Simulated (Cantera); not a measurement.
A closed system holds: 1 mol MgCO₃, a varied amount of CO₂, 0.18 mol H₂, at 1825 °C and 2.60 bar.

Method: chemical equilibrium by Gibbs-energy minimisation in Cantera with the NASA 1993 tables (ideal gas, pure condensed phases). Candidate condensed phases: C, C₆H₆, C₇H₈, C₈H₁₈, H₂O, Mg, MgCO₃, MgO, Mg(OH)₂; 116 gas species. The numbers say what is thermodynamically allowed, not how fast it happens.

Problem. At 3.5 mol CO₂, list the 4 most abundant gas species with their mole fractions, and the condensed phases.

Solution. CO₂ 0.918, CO 0.0414, H₂O 0.0378, O₂ 0.00158. Condensed: MgO(s).
